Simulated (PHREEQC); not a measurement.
Make-up at 25 °C: 0.0037 mol/kgw Ag2SO4 and 0.0001 mol/kgw HF. Closed to the air; pH follows from the charge balance.

Equilibrium calculation in PHREEQC: ion-association model, wateq4f.dat.

```
Quantity                   Value
----------------  --------------
pH                          4.16
ionic strength    0.0105 mol/kgw
total alkalinity   -0.100 meq/kg
```

| species | molality | activity | log γ |
|---|---|---|---|
| Ag+ | 0.00709 | 0.00638 | -0.046 |
| SO4-2 | 0.00337 | 0.00223 | -0.180 |
| AgSO4- | 0.000309 | 0.000278 | -0.046 |
| F- | 9.05e-5 | 8.12e-5 | -0.047 |
| H+ | 7.52e-5 | 6.85e-5 | -0.040 |
| HSO4- | 1.65e-5 | 1.49e-5 | -0.045 |
| HF | 8.33e-6 | 8.35e-6 | 0.001 |
| AgF | 1.18e-6 | 1.19e-6 | 0.001 |
| HF2- | 2.90e-9 | 2.60e-9 | -0.047 |

No solid was allowed to form. Species that the database lacks are ignored.
